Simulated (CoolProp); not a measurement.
A single-stage vapour-compression cycle with R11: evaporating at 325.15 K (dew point), condensing at 373.15 K (bubble point), superheat 8 K, subcooling 2 K, compressor efficiency 0.65, no pressure losses. Each further row changes one setting.

Values from CoolProp's reference Helmholtz-energy equation of state, Jacobsen 1992.

| case | cooling COP | pressure ratio | discharge temperature (K) | refrigerating effect (kJ/kg) | volumetric capacity (kJ/m³) |
|---|---|---|---|---|---|
| as stated | 3.70 | 3.29 | 398.9 | 132 | 1750 |
| evaporating temperature 330.15 K | (withheld) | 2.86 | 396.6 | 134 | (withheld) |
| condensing temperature 368.15 K | 4.23 | 2.95 | (withheld) | 137 | 1810 |
| subcooling 7 K | 3.83 | 3.29 | 398.9 | 137 | 1810 |
| superheat 18 K | (withheld) | 3.29 | (withheld) | (withheld) | (withheld) |
| compressor efficiency 0.55 | 3.13 | 3.29 | (withheld) | 132 | 1750 |

Q: What belongs in the gaps?

A: 
- evaporating temperature 330.15 K, cooling COP: 4.27
- evaporating temperature 330.15 K, volumetric capacity (kJ/m³): 2030
- condensing temperature 368.15 K, discharge temperature (K): 392.6
- superheat 18 K, cooling COP: 3.73
- superheat 18 K, discharge temperature (K): 410.0
- superheat 18 K, refrigerating effect (kJ/kg): 138
- superheat 18 K, volumetric capacity (kJ/m³): 1770
- compressor efficiency 0.55, discharge temperature (K): 408.1
